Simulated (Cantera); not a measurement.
Input (Python, Cantera):

```python
import numpy as np
import cantera as ct

gas = ct.Solution("gri30.yaml")


def delay(T, t_max=10):
    gas.TPX = T, 101325, {'CH4': 1, 'H2': 0.4, 'O2': 1.83, 'N2': 6.89, 'CO2': 0.09}
    reactor = ct.IdealGasConstPressureReactor(gas, clone=False)
    net = ct.ReactorNet([reactor])
    net.rtol, net.atol = 1e-8, 1e-16
    while net.time < t_max:
        t_old, T_old = net.time, reactor.T
        net.step()
        if reactor.T > T + 400:  # ignition: a rise of 400 K
            return t_old + (T + 400 - T_old) / (reactor.T - T_old) * (net.time - t_old)
    return np.nan


taus = []
for T in [925, 1025, 1125, 1225, 1325, 1425, 1525, 1625, 1725]:
    taus.append(delay(T))
    print(f"T0 = {T:6g} K   tau = {taus[-1]:.4e} s")
```

Output:

```
T0 =    925 K   tau = 1.1389e-01 s
T0 =   1025 K   tau = 2.0842e-02 s
T0 =   1125 K   tau = 7.5933e-03 s
T0 =   1225 K   tau = 2.9652e-03 s
T0 =   1325 K   tau = 1.2293e-03 s
T0 =   1425 K   tau = 5.5401e-04 s
T0 =   1525 K   tau = 2.7542e-04 s
T0 =   1625 K   tau = 1.5006e-04 s
T0 =   1725 K   tau = 8.7824e-05 s
```

Detailed kinetics in Cantera: GRI-Mech 3.0 (53 species, 325 reactions). Below about 1000 K GRI-Mech 3.0 lacks low-temperature oxidation paths. Below about 950 K walls govern HO2 and H2O2 in real vessels.
